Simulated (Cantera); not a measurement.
C2H6 + H2O + N2 + CO2 (carbon deposition, reforming and gasification)

Feed: 1 mol C2H6, 0.062 mol H2O, 0.34 mol N2, 2.6 mol CO2, held at 425 °C and 65300 Torr.

Equilibrium computed with Cantera from the NASA thermochemical tables; the gas is ideal and each condensed phase is pure. Candidate condensed phases: C, C6H6, C7H8, C8H18, H2O; 136 gas species. The ideal-gas law is rough above about 30 bar. Kinetics and transport are ignored.

```json
{
  "x(H2O)": "0.451",
  "x(CO2)": "0.355",
  "x(CH4)": "0.106",
  "x(N2)": "0.0749",
  "x(H2)": "0.0117",
  "x(CO)": "0.000964",
  "x(NH3)": "0.000291",
  "x(C2H6)": "4.05e-6",
  "n(C(graphite))": "2.51 mol",
  "gas_amount": "4.530 mol"
}
```
